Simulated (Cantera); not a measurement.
A perfectly stirred reactor is fed with 45.5 % CH₄, 54.5 % N₂, at 1.68 atm; it is held at 1550 K, and followed from long to short residence time.

Computed with Cantera and GRI-Mech 3.0 (53 species, 325 reactions). GRI-Mech 3.0 stops at C3 and has no aromatics, soot or wall deposition, so with more carbon than oxygen in the feed, carbon stays in small species such as C2H2 where larger ones or solid carbon would form.

x: mole fraction; the columns are a selection and need not sum to one.

| τ (s) | x CH₄ | x CH₂ | x C₂H₄ | x CH₃ | x H |
|---|---|---|---|---|---|
| 5.0 | 0.0841 | 2.08e-9 | 0.0130 | 6.37e-5 | 1.40e-5 |
| 1.7 | … | … | … | … | … |
| 0.55 | 0.160 | 2.99e-9 | 0.00921 | 0.000106 | 9.78e-6 |
| 0.18 | … | … | … | … | … |
| 0.061 | 0.327 | 6.16e-9 | 0.00566 | 0.000218 | 4.31e-6 |
| 0.020 | 0.393 | 8.52e-9 | 0.00577 | 0.000282 | 2.23e-6 |
| 0.0067 | 0.431 | 9.77e-9 | 0.00420 | 0.000317 | 9.12e-7 |
| 0.0022 | 0.448 | 7.83e-9 | 0.00145 | 0.000288 | 2.93e-7 |
| 0.00075 | 0.453 | 4.50e-9 | 0.000272 | 0.000219 | 1.18e-7 |

**Question.** What belongs in the gaps?

**Answer.** 
- 1.7, x CH₄: 0.107
- 1.7, x CH₂: 2.33e-9
- 1.7, x C₂H₄: 0.0117
- 1.7, x CH₃: 7.60e-5
- 1.7, x H: 1.24e-5
- 0.18, x CH₄: 0.243
- 0.18, x CH₂: 4.26e-9
- 0.18, x C₂H₄: 0.00656
- 0.18, x CH₃: 0.000156
- 0.18, x H: 6.88e-6
